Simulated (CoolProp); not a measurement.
Benzene at 307.03 K and 0.0154 MPa flows at 0.085 m/s in a round tube of 4.6 mm bore and 0.25 µm roughness, fully developed (64/Re and Nu = 3.66 if laminar; Colebrook and Gnielinski if turbulent). Each further row changes one setting.

Model: reference Helmholtz-energy equation of state, Thol 2012, in CoolProp.

| case | Reynolds number | Darcy friction factor | pressure drop (Pa/m) | heat-transfer coefficient (W/(m² K)) | mass flow (kg/h) |
|---|---|---|---|---|---|
| as stated | … | 2.68 | 1.000 | 8.95 | … |
| velocity 0.17 m/s | 47.8 | 1.34 | 2.00 | 8.95 | 0.00483 |
| diameter 9.2 mm | 47.8 | 1.34 | 0.250 | … | 0.00966 |

Some entries are withheld; supply them.


- as stated, Reynolds number: 23.9
- as stated, mass flow (kg/h): 0.00242
- diameter 9.2 mm, heat-transfer coefficient (W/(m² K)): 4.48

Viscosity comes from a separate model (Avgeri 2014). Thermal conductivity comes from a separate model (Assael 2012).
